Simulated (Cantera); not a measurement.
An isothermal, constant-pressure homogeneous reactor starts with NH3 : N2 = 1 : 0.96 (molar parts), at 2150 K and 0.140 bar.

Model: the gas-phase N/H chemistry of the illustrative SiF4/NH3 mechanism in the Surface Chemkin manual (1991), integrated in Cantera. Walls and surfaces, which speed up NH3 decomposition in real reactors, are not modelled.

x: mole fraction; the columns are a selection and need not sum to one.

```
t (s)       x NH3  x NH2       x H       x N     x NH    x N2H2
--------  -------  -----  --------  --------  -------  --------
2.00e-5     0.510      …   1.60e-6  6.14e-11  8.40e-8   1.36e-8
8.60e-5     0.509      …   1.82e-6   5.19e-9  2.24e-6   3.75e-7
0.000369    0.507      …   5.95e-6   6.49e-8  1.56e-5   5.22e-6
0.00159     0.493      …   2.56e-5   3.50e-7  2.38e-5   7.46e-6
0.00682     0.439      …   9.17e-5   1.25e-6  3.07e-5   6.21e-6
0.0293      0.276      …  0.000309   2.36e-6  3.23e-5   3.35e-6
0.126      0.0542      …  0.000986   2.85e-6  2.01e-5   5.04e-7
0.541     5.11e-5      …   0.00750   9.44e-7  9.32e-7  9.46e-11
2.33      2.46e-6      …   0.00803   5.60e-8  5.16e-8    <1e-12
10.0      6.70e-7      …   0.00803   1.53e-8  1.41e-8    <1e-12
```

**Question.** What belongs in the gaps?

**Answer.** 
- 2.00e-5, x NH2: 0.000136
- 8.60e-5, x NH2: 0.000581
- 0.000369, x NH2: 0.00187
- 0.00159, x NH2: 0.00208
- 0.00682, x NH2: 0.00169
- 0.0293, x NH2: 0.00112
- 0.126, x NH2: 0.000360
- 0.541, x NH2: 2.33e-6
- 2.33, x NH2: 1.20e-7
- 10.0, x NH2: 3.28e-8
